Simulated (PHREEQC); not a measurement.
4.1 g of hydrous ferric oxide (600 m²/g; 0.2 weak and 0.005 strong sites per Fe, Dzombak-Morel constants, diffuse double layer) in 1 kg of water with 0.01 mol/kgw of an inert sodium salt and 0.0024 mol/kgw MnCl2, at 25 °C; the pH is set by adding NaOH or the inert anion's acid. The system is closed to oxygen. The system is closed to CO2. Precipitation was switched off in this run.

Base run: PHREEQC, ion-association model, wateq4f.dat. Each further column changes one thing. The table gives surface charge σ (C/m²).

```tsv
pH	base	background salt from 0.01 to 0.001 mol/kgw	oxide from 4.1 to 20 g/kgw	0.0034 mol/kgw CuSO4 added
4	0.251	0.220	0.277	___
5.33	0.108	0.085	0.117	___
6.67	0.035	___	0.031	0.027
8	0.011	0.007	0.003	0.027
9.33	-0.010	-0.007	-0.021	0.020
10.67	-0.050	-0.036	-0.086	-0.007
12	-0.141	-0.131	-0.241	-0.061
```

Problem. Some entries are withheld; supply them.

Solution. 
- 4, 0.0034 mol/kgw CuSO4 added: 0.089
- 5.33, 0.0034 mol/kgw CuSO4 added: 0.046
- 6.67, background salt from 0.01 to 0.001 mol/kgw: 0.025

 In at least one series the solution becomes supersaturated in solids that the run did not let form, among them Cu(OH)2, Brochantite, Antlerite, Atacamite. The database's constant for dissolved Cu(OH)2 is higher than later reviews accept.
